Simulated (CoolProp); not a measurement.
Vapour pressure (MPa) of fluorine: the reference equation beside estimates from Tc = 144.4 K, pc = 5.240 MPa, ω = 0.045.

Computed with CoolProp (reference Helmholtz-energy equation of state, de Reuck 1990).

| T (K) | reference | Lee-Kesler | Soave-Redlich-Kwong |
|---|---|---|---|
| 104.3 | 0.5963 | 0.6033 | 0.6043 |
| 108.2 | 0.7874 | 0.7955 | 0.7987 |
| 112.2 | 1.026 | 1.035 | 1.042 |
| 116.1 | 1.305 | 1.314 | 1.326 |
| 120 | 1.634 | 1.643 | 1.662 |
| 123.9 | 2.019 | 2.027 | 2.054 |
| 127.8 | 2.466 | 2.473 | 2.508 |
| 131.7 | 2.980 | 2.986 | 3.027 |
| 135.6 | 3.570 | 3.575 | 3.618 |
| 139.5 | 4.243 | 4.249 | 4.284 |

Absolute difference from the reference over all 10 rows, mean and median: Lee-Kesler 0.5 and 0.5 %, Soave-Redlich-Kwong 1.5 and 1.6 %.
